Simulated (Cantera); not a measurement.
A closed system holds: 1 mol SiHCl3, 0.028 mol HCl, 620 mol H2, at 2050 K and 22.0 mbar.

Method: chemical equilibrium by Gibbs-energy minimisation in Cantera with the NASA 1993 tables (ideal gas, pure condensed phases). Candidate condensed phases: Si; 19 gas species. The tables' values for SiCl are old estimates; treat these amounts as uncertain. Gases not in the tables: Si2H6 and higher silanes. The numbers say what is thermodynamically allowed, not how fast it happens.

Base state: H2 0.979, H 0.0151, HCl 0.00471, Si 0.00136, SiH 0.000121, Cl 5.39e-5, SiH2 5.32e-5, SiCl 2.26e-5 (mole fractions); condensed: gas only.

Task: What changes in the equilibrium state with this change: temperature from 2050 K to 2273 K?

Result: 
| species | before | after |
|---|---|---|
| H2 | 0.979 | 0.939 |
| H | 0.0151 | 0.0549 |
| HCl | 0.00471 | 0.00452 |
| Si | 0.00136 | 0.00145 |
| SiCl2 | 1.99e-5 | 1.71e-6 |
| Cl | 5.39e-5 | 0.000191 |
| SiH2 | 5.32e-5 | 1.70e-5 |
| SiCl | 2.26e-5 | 9.36e-6 |

Task: What changes in the equilibrium state with this change: temperature from 2050 K to 2573 K?

Result: 
| species | before | after |
|---|---|---|
| H2 | 0.979 | 0.789 |
| H | 0.0151 | 0.206 |
| HCl | 0.00471 | 0.00368 |
| Si | 0.00136 | 0.00139 |
| SiCl2 | 1.99e-5 | 9.05e-8 |
| SiH2 | 5.32e-5 | 3.94e-6 |
